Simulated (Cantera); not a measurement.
Pyrogenic steam for wet oxidation

An isothermal, constant-pressure homogeneous reactor starts with 5.34 % H2, 8.61 % O2, 86.1 % N2, at 798 K and 0.148 atm.

Detailed kinetics in Cantera: GRI-Mech 3.0 (53 species, 325 reactions). Below about 950 K walls govern HO2 and H2O2 in real vessels. The temperature is held fixed by assumption; the heat of reaction is taken as removed at once.

```tsv
t (s)	x H2	x O2	x NO2	x N2O	x OH
1.00e-5	0.0534	0.0861	<1e-12	<1e-12	<1e-12
5.47e-5	0.0534	0.0861	<1e-12	<1e-12	<1e-12
0.000299	0.0534	0.0861	<1e-12	<1e-12	<1e-12
0.00164	0.0534	0.0861	<1e-12	<1e-12	<1e-12
0.00894	0.0534	0.0861	<1e-12	<1e-12	<1e-12
0.0489	0.0534	0.0861	<1e-12	<1e-12	<1e-12
0.267	0.0534	0.0861	<1e-12	<1e-12	<1e-12
1.46	0.0534	0.0861	<1e-12	<1e-12	1.05e-12
8.00	0.0242	0.0723	2.01e-9	5.57e-10	3.47e-10
```
x: mole fraction; the columns are a selection and need not sum to one.

Equilibrium at this temperature and pressure: H2 <1e-12, O2 0.0610, NO2 7.29e-8, N2O 4.92e-11, OH 7.19e-10 (gas phase only).
